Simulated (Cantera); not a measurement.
What does this Cantera script print?

```python
import numpy as np
import cantera as ct

surf = ct.Interface("diamond.yaml", "diamond_100")
gas, bulk = surf.adjacent["gas"], surf.adjacent["diamond"]
k = surf.kinetics_species_index(bulk.species_names[0])
cover = ["c6HH", "c6H*", "c6*H", "c6**", "c6HM", "c6B"]

rows, drift = [], 0.0
print(f"{'T':>10s}{'um/h':>11s}" + "".join(f"{s:>11s}" for s in cover))
for v in [925, 1000, 1075, 1150, 1225, 1300, 1375]:
    T, P, xH, xCH3 = v, 4500, 0.028, 6.9e-05
    gas.TPX = T, P, {"H": xH, "CH3": xCH3, "CH4": 0.0024, "H2": 1 - xH - xCH3 - 0.0024}
    surf.TP = bulk.TP = T, P
    surf.coverages = "c6H*:0.1, c6HH:0.9"
    surf.advance_coverages(100.0)
    before = surf.coverages
    surf.advance_coverages(100.0)
    drift = max(drift, np.max(np.abs(surf.coverages - before) / (surf.coverages + 1e-9)))
    rate = surf.net_production_rates[k] * bulk.mean_molecular_weight / bulk.density * 3.6e9
    rows.append([rate, *surf[cover].coverages])
    print(f"{v:10.4g}{rate:11.4e}" + "".join(f"{x:11.3e}" for x in rows[-1][1:]))
```

Output:

```
         T       um/h       c6HH       c6H*       c6*H       c6**       c6HM        c6B
       925 1.1276e+00  6.659e-01  1.244e-02  3.138e-01  5.493e-03  1.859e-03  3.060e-09
      1000 1.6399e+00  5.955e-01  1.855e-02  3.743e-01  9.831e-03  1.338e-03  4.450e-09
      1075 2.1678e+00  5.306e-01  2.563e-02  4.263e-01  1.605e-02  9.600e-04  5.882e-09
      1150 2.4595e+00  4.724e-01  3.337e-02  4.689e-01  2.432e-02  6.325e-04  6.674e-09
      1225 2.1288e+00  4.212e-01  4.144e-02  5.021e-01  3.469e-02  3.245e-04  5.777e-09
      1300 1.4628e+00  3.766e-01  4.956e-02  5.266e-01  4.703e-02  1.192e-04  3.969e-09
      1375 1.1075e+00  3.380e-01  5.749e-02  5.433e-01  6.113e-02  3.601e-05  3.005e-09
```

Model: the Harris–Goodwin 1993 mechanism for the reconstructed diamond (100) surface, integrated in Cantera.
